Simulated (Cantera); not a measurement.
Input: 1 mol B2H6, 120 mol H2, a varied amount of H2O, at 2150 °C and 13.3 mbar.

Method: chemical equilibrium by Gibbs-energy minimisation in Cantera with the NASA 1993 tables (ideal gas, pure condensed phases). Candidate condensed phases: B, B2O3, B3O3H3, H2O; 23 gas species. The feed counts by its element totals alone. The tables' values for BH2 are old estimates; treat these amounts as uncertain. Equilibrium is a limit: real reactors are often held back by kinetics, nucleation or transport.

x: gas mole fraction; n: condensed amount in mol.

```
n(H2O) (mol)   x H2    x H       x H2O        x BO       x HBO         x B      x HBO2      n B(l)
------------  -----  -----  ----------  ----------  ----------  ----------  ----------  ----------
0.18          0.851  0.142     5.86e-8    0.000834    0.000489     0.00304     1.81e-9        1.02
0.26          0.850  0.142     8.44e-8     0.00120    0.000706     0.00304     3.76e-9       0.941
0.39          0.849  0.142  (withheld)  (withheld)  (withheld)     0.00304  (withheld)  (withheld)
0.58          0.848  0.142     1.87e-7     0.00267     0.00156     0.00304     1.85e-8       0.612
0.85          0.846  0.141     2.72e-7     0.00389     0.00228     0.00304     3.93e-8       0.334
1.3           0.844  0.141  (withheld)  (withheld)  (withheld)  (withheld)  (withheld)           0
1.8           0.844  0.141     2.42e-6     0.00826     0.00483    0.000722     7.41e-7           0
2.7           0.841  0.141     0.00372     0.00833     0.00486     4.72e-7     0.00115           0
4             0.834  0.140      0.0110     0.00704     0.00409     1.34e-7     0.00288           0
```

Question: What belongs in the gaps?

Answer: 
- 1.3, x H2O: 4.89e-7
- 1.3, x BO: 0.00593
- 1.3, x HBO: 0.00347
- 1.3, x B: 0.00257
- 1.3, x HBO2: 1.08e-7
- 0.39, x H2O: 1.26e-7
- 0.39, x BO: 0.00180
- 0.39, x HBO: 0.00106
- 0.39, x HBO2: 8.41e-9
- 0.39, n B(l): 0.807
